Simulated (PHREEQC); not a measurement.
Dissolve 0.069 mol/kgw NH4Cl, 0.0024 mol/kgw Na2SO4 and 0.00057 mol/kgw LiCl at 20 °C. Closed to the air; pH follows from the charge balance.

Model: ion-association model, phreeqc.dat, run in PHREEQC.

This is a speciation only: nothing precipitates in the calculation.

Task: What pH, specific conductance does the model give?

Result: pH 5.39; specific conductance 8230 µS/cm.

Task: In which forms is S present?

Result: SO4-2 74 %, NH4SO4- 26 %, NaSO4- 0.7 % of the S.
